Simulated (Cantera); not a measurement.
A Cantera script and what it prints.

```python
import numpy as np
import cantera as ct

gas_names = """
    Br Br2 H HBr H2
""".split()
cond_names = """
    Br2(cr) Br2(L)
""".split()


# ... load() reads the species with a 1 bar reference pressure and builds the phases ...
atoms = {
    'HBr': {'H': 1, 'Br': 1},
    'H2': {'H': 2},
}
top_T = {}  # K; cautious upper limits of use, not melting points


# ... equilibrate(T, P, feed) seeds the gas with the atoms and calls Mixture.equilibrate('TP', solver="vcs", rtol=1e-11, max_steps=5000) ...
results = []
feed = {'HBr': 1, 'H2': 0.17}  # mol
P = 720  # Pa
for T in [1100, 1250, 1400, 1550, 1700, 1850, 2000, 2150, 2300, 2450, 2600]:
    mix = equilibrate(T, P, feed)
    results.append((T, P, feed, dict(zip(mix.species_names, mix.species_moles))))

top = {s: max(r[3][s] / sum(r[3][g] for g in gas_names) for r in results) for s in gas_names}
cols = sorted((s for s in top if top[s] > 1e-06), key=lambda s: -top[s])[:7]
seen = [c for c in cond_names if any(r[3].get(c, 0) > 1e-12 for r in results)]
print("log10 of partial pressures in bar; condensed amounts in mol")
print(f"{'T/K':>10s}" + "".join(f"{s[:9]:>10s}" for s in cols + seen))
for T, P, feed, n in results:
    ng = sum(n[g] for g in gas_names)
    print(f"{T:10.4g}" + "".join(f"{np.log10(max(n[s] / ng * P / 1e5, 1e-99)):10.3f}" for s in cols)
          + "".join(f"{n.get(c, 0):10.4g}" for c in seen))
```

Output:

```
log10 of partial pressures in bar; condensed amounts in mol
       T/K       HBr        Br        H2         H       Br2
      1100    -2.211    -5.413    -2.980    -9.077    -7.275
      1250    -2.214    -4.547    -2.975    -7.803    -6.666
      1400    -2.224    -3.881    -2.957    -6.792    -6.218
      1550    -2.255    -3.379    -2.912    -5.958    -5.932
      1700    -2.320    -3.021    -2.838    -5.251    -5.811
      1850    -2.424    -2.779    -2.758    -4.648    -5.827
      2000    -2.566    -2.623    -2.694    -4.136    -5.942
      2150    -2.737    -2.528    -2.657    -3.704    -6.121
      2300    -2.930    -2.475    -2.654    -3.341    -6.337
      2450    -3.144    -2.451    -2.691    -3.042    -6.575
      2600    -3.380    -2.450    -2.778    -2.805    -6.824
```

Equilibrium computed with Cantera from the NASA thermochemical tables; the gas is ideal and each condensed phase is pure.
